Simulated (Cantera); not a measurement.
A counterflow diffusion flame at 1.00 atm, nozzles 20 mm apart: fuel side 100 % CH3OH at 600 K, oxidiser side 26.0 % O2, 74.0 % N2 at 450 K, fuel mass flux 0.83 times the oxidiser's; mixture-averaged transport, no radiation.

Computed with Cantera and GRI-Mech 3.0 (53 species, 325 reactions). GRI-Mech 3.0 was tuned for natural gas; its chemistry of methanol as a main component is partial and can be far from experiment. GRI-Mech 3.0 has no aromatics or soot, which form on the fuel side of real flames. The maximum strain rate includes the flame's own expansion and is several times the mean.

x: mole fraction; the columns are a selection and need not sum to one.

| oxidiser flux (kg/m²/s) | max strain (1/s) | mean strain (1/s) | T max (K) | peak x OH | peak x H | peak x NO | peak x CO | peak x C2H2 |
|---|---|---|---|---|---|---|---|---|
| 0.25 | 166 | 31.8 | 2348 | 0.0149 | 0.00753 | … | 0.219 | 0.000109 |
| 0.35 | 222 | 44.6 | 2314 | 0.0152 | 0.00836 | … | 0.218 | 0.000138 |
| 0.49 | 298 | 62.4 | 2273 | 0.0154 | 0.00923 | … | 0.216 | 0.000172 |
| 0.68 | 400 | 86.6 | 2231 | 0.0155 | 0.0102 | … | 0.214 | 0.000213 |
| 0.94 | 536 | 120 | 2185 | 0.0155 | 0.0111 | … | 0.211 | 0.000259 |
| 1.3 | 720 | 166 | 2140 | 0.0154 | 0.0121 | … | 0.208 | 0.000312 |
| 1.8 | 972 | 229 | 2097 | 0.0153 | 0.0131 | … | 0.205 | 0.000372 |
| 2.5 | 1320 | 318 | 2051 | 0.0150 | 0.0141 | … | 0.202 | 0.000434 |
| 3.5 | 1820 | 446 | 2001 | 0.0145 | 0.0150 | … | 0.199 | 0.000491 |
| 4.9 | 2500 | 624 | 1951 | 0.0139 | 0.0156 | … | 0.194 | 0.000527 |

### Question
Some entries are withheld; supply them.

### Answer

- 0.25, peak x NO: 0.000367
- 0.35, peak x NO: 0.000268
- 0.49, peak x NO: 0.000190
- 0.68, peak x NO: 0.000136
- 0.94, peak x NO: 9.84e-5
- 1.3, peak x NO: 7.38e-5
- 1.8, peak x NO: 5.85e-5
- 2.5, peak x NO: 4.72e-5
- 3.5, peak x NO: 3.83e-5
- 4.9, peak x NO: 3.11e-5
